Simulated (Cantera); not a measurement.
A closed system holds: 1 mol borazine, 5.5 mol H2, held at 0.000970 bar.

These are equilibrium values from Cantera (NASA tables, ideal gas, pure condensed phases), not measurements of a reactor. Candidate condensed phases: B, BN; 15 gas species. The feed counts by its element totals alone. Kinetics and transport are ignored. All values below are at 1073 K.

Base state: H2 1.00 (mole fractions); condensed: BN(s).

Problem. What changes in the equilibrium state with this change: borazine replaced by BF3?

Solution. 
```json
[
 {"species": "H2", "before": "1.00", "after": "0.845"},
 {"species": "BF3", "before": "0", "after": "0.152"},
 {"species": "HF", "before": "0", "after": "0.00142"},
 {"species": "BHF2", "before": "0", "after": "0.00139"},
 {"species": "BF2", "before": "0", "after": "3.08e-5"},
 {"species": "BN(s), mol", "before": "3.00", "after": "0"}
]
```
The tables' values for BF2 are old estimates; treat these amounts as uncertain.
